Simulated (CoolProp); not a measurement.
A simple Rankine cycle with R1233zd(E): condensing at 325.15 K, boiler at 0.83 MPa, turbine inlet 364.9 K, turbine efficiency 0.8, pump efficiency 0.8, no recuperator. Each further row changes one setting.

Model: reference Helmholtz-energy equation of state, Akasaka 2022, in CoolProp.

```json
[
 {"case": "as stated", "thermal efficiency (%)": "7.3", "net work (kJ/kg)": "14.6", "heat in (kJ/kg)": "202", "turbine exit temperature (K)": "337.3", "volume ratio over the turbine": "2.76"},
 {"case": "turbine inlet 384.9 K", "thermal efficiency (%)": "7.2", "net work (kJ/kg)": "16.0", "heat in (kJ/kg)": "222", "turbine exit temperature (K)": "358.2", "volume ratio over the turbine": "2.71"},
 {"case": "condensing temperature 317.15 K", "thermal efficiency (%)": "8.6", "net work (kJ/kg)": "18.3", "heat in (kJ/kg)": "212", "turbine exit temperature (K)": "331.5", "volume ratio over the turbine": "3.51"},
 {"case": "boiler pressure 0.581 MPa", "thermal efficiency (%)": "4.8", "net work (kJ/kg)": "9.92", "heat in (kJ/kg)": "207", "turbine exit temperature (K)": "348.5", "volume ratio over the turbine": "1.88"},
 {"case": "turbine efficiency 0.7", "thermal efficiency (%)": "6.3", "net work (kJ/kg)": "12.7", "heat in (kJ/kg)": "202", "turbine exit temperature (K)": "339.5", "volume ratio over the turbine": "2.79"}
]
```
